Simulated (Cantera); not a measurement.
Charge: 1 mol Si, 2 mol CO2, 9.4 mol H2, at 0.270 Pa.

Method: chemical equilibrium by Gibbs-energy minimisation in Cantera with the NASA 1993 tables (ideal gas, pure condensed phases). Candidate condensed phases: C, C6H6, C7H8, C8H18, H2O, Si, SiC, SiO2; 123 gas species. The tables hold silica as quartz up to 1696 K and as liquid above; real silica turns to tridymite and cristobalite and melts near 1996 K. Equilibrium is a limit: real reactors are often held back by kinetics, nucleation or transport.

What share of the Si ends up in condensed phases as a function of T (°C), at 1050, 1100, 1150, 1200, 1250, 1300, 1350, 1400, 1450, 1500, 1550, 1600?


| T (°C) | Si condensed (%) | as |
|---|---|---|
| 1050 | 98.5 | SiO2(β-quartz) |
| 1100 | 96.3 | SiO2(β-quartz) |
| 1150 | 91.6 | SiO2(β-quartz) |
| 1200 | 81.8 | SiO2(β-quartz) |
| 1250 | 62.5 | SiO2(β-quartz) |
| 1300 | 26.6 | SiO2(β-quartz) |
| 1350 | 0.0 | - |
| 1400 | 0.0 | - |
| 1450 | 0.0 | - |
| 1500 | 0.0 | - |
| 1550 | 0.0 | - |
| 1600 | 0.0 | - |
